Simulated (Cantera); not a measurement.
# Thermodynamics of roasting and sulfation, feed Fe2O3 + SO2 + CO2

Feed: 1 mol Fe2O3, 3.1 mol SO2, 8.4 mol CO2, equilibrated at 3.90 bar.

Equilibrium computed with Cantera from the NASA thermochemical tables; the gas is ideal and each condensed phase is pure. Candidate condensed phases: C, Fe, Fe(CO)5, FeO, FeS, FeSO4, FeS2, Fe2O3, Fe2(SO4)3, Fe3O4, S; 25 gas species. Mutual solubility and eutectic melting of coexisting phases are not modelled. Equilibrium is a limit: real reactors are often held back by kinetics, nucleation or transport.

From 1350 K to 1550 K the condensed part is Fe2O3(s) + Fe3O4(s). From 1600 K to 1750 K the condensed part is Fe3O4(s).

```tsv
T (K)	x CO2	x SO2	x O2	x SO3	n Fe2O3(s)	n Fe3O4(s)
1350	0.730	0.269	2.11e-5	0.000215	0.992	0.00515
1400	0.730	0.269	9.37e-5	0.000333	0.983	0.0111
1450	0.730	0.269	0.000374	0.000500	0.958	0.0277
1500	0.729	0.268	0.00136	0.000731	0.882	0.0784
1550	0.727	0.267	0.00455	0.00104	0.651	0.233
1600	0.720	0.264	0.0136	0.00141	0	0.667
1650	0.720	0.265	0.0138	0.00115	0	0.667
1700	0.720	0.265	0.0139	0.000941	0	0.667
1750	0.720	0.265	0.0141	0.000782	0	0.667
```
x: gas mole fraction; n: condensed amount in mol.
